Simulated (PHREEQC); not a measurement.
PHREEQC input (ion-association model, phreeqc.dat):

```
SOLUTION 1
  temp 20
  units mol/kgw
  pH 7 charge
END
SELECTED_OUTPUT 1
  -reset false
  -pH true
  -pe true
  -ionic_strength true
  -water true
  -totals C Fe K S C(-4) C(4) Fe(2) Fe(3) S(-2) S(6)
  -molalities H+ K+ Fe+2 CO3-2 SO4-2 OH- O2 HCO3- CO2 (CO2)2
    HSO4- S-2 HS- H2S KSO4- FeOH+ Fe(OH)3- FeCO3 FeHCO3+ FeSO4
    FeHSO4+ Fe(HS)2 Fe(HS)3- Fe+3 FeOH+2 Fe(OH)2+ Fe(OH)3 Fe(OH)4- Fe(OH)2 Fe2(OH)2+4
    Fe3(OH)4+5 FeSO4+ FeHSO4+2 Fe(SO4)2-
  -equilibrium_phases Jarosite-K Fe(OH)3(a)
PRINT
  -reset false
USE solution 1
EQUILIBRIUM_PHASES 1
  Jarosite-K 0 0.2
  Fe(OH)3(a) 0 0
  O2(g) -0.68 10
  CO2(g) -5 10
END
# ... the last block is repeated for the other 10 points of log pCO2 (atm)
```

Selected output (columns that matter, 11 of 11 rows; log pCO2 (atm) added in front):

```
log pCO2 (atm)	pH	mu	C	Fe	K	S	m_H+	m_K+	m_SO4-2	m_OH-	m_CO2	m_FeOH+2	Jarosite-K	Fe(OH)3(a)
-5	3.813	0.00039876	3.927e-07	2.6337e-05	6.54e-05	0.0001308	0.00015725	6.535e-05	0.0001288	4.5524e-11	3.9162e-07	9.6425e-06	0.19993	0.00016986
-4.5	3.813	0.00039876	1.2418e-06	2.6337e-05	6.54e-05	0.0001308	0.00015725	6.535e-05	0.0001288	4.5524e-11	1.2384e-06	9.6426e-06	0.19993	0.00016986
-4	3.8129	0.00039876	3.927e-06	2.6338e-05	6.5398e-05	0.0001308	0.00015725	6.5349e-05	0.00012879	4.5523e-11	3.9162e-06	9.643e-06	0.19993	0.00016986
-3.5	3.8129	0.00039876	1.2418e-05	2.634e-05	6.5395e-05	0.00013079	0.00015726	6.5345e-05	0.00012879	4.552e-11	1.2384e-05	9.6441e-06	0.19993	0.00016984
-3	3.8129	0.00039877	3.927e-05	2.6347e-05	6.5383e-05	0.00013077	0.00015729	6.5334e-05	0.00012876	4.5512e-11	3.9162e-05	9.6476e-06	0.19993	0.0001698
-2.5	3.8126	0.0003988	0.00012418	2.6368e-05	6.5346e-05	0.00013069	0.00015738	6.5297e-05	0.00012869	4.5486e-11	0.00012384	9.6586e-06	0.19993	0.00016967
-2	3.8118	0.00039888	0.00039268	2.6435e-05	6.5231e-05	0.00013046	0.00015766	6.5182e-05	0.00012846	4.5405e-11	0.0003916	9.6934e-06	0.19993	0.00016926
-1.5	3.8094	0.00039915	0.0012416	2.6645e-05	6.4871e-05	0.00012974	0.00015855	6.4822e-05	0.00012773	4.515e-11	0.0012382	9.8036e-06	0.19994	0.00016797
-1	3.8019	0.00040007	0.0039249	2.7308e-05	6.3773e-05	0.00012755	0.00016132	6.3726e-05	0.00012553	4.4373e-11	0.0039139	1.0151e-05	0.19994	0.00016401
-0.5	3.7798	0.00040371	0.012398	2.9361e-05	6.0669e-05	0.00012134	0.00016974	6.0626e-05	0.00011929	4.2175e-11	0.012361	1.1244e-05	0.19994	0.00015265
0	3.7231	0.0004196	0.039069	3.5515e-05	5.3404e-05	0.00010681	0.00019349	5.3372e-05	0.00010465	3.7012e-11	0.038934	1.4637e-05	0.19995	0.0001247
```
